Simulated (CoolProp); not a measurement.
R507A at 425.12 K and 11.7 MPa is throttled through a valve to 0.919 MPa with no heat exchange. Each further row changes one setting.

The numbers come from the reference Helmholtz-energy equation of state, Lemmon 2003 in CoolProp. It is a pseudo-pure fit of the blend.

```json
[
 {"case": "as stated", "temperature change (K)": "?", "final density (kg/m³)": "?"},
 {"case": "outlet pressure 0.276 MPa", "temperature change (K)": "?", "final density (kg/m³)": "?"},
 {"case": "outlet pressure 1.19 MPa", "temperature change (K)": "?", "final density (kg/m³)": "?"}
]
```

Task: Some entries are withheld; supply them.

Result: 
- as stated, temperature change (K): -72.6
- as stated, final density (kg/m³): 33.9
- outlet pressure 0.276 MPa, temperature change (K): -79.4
- outlet pressure 0.276 MPa, final density (kg/m³): 9.75
- outlet pressure 1.19 MPa, temperature change (K): -69.8
- outlet pressure 1.19 MPa, final density (kg/m³): 44.8
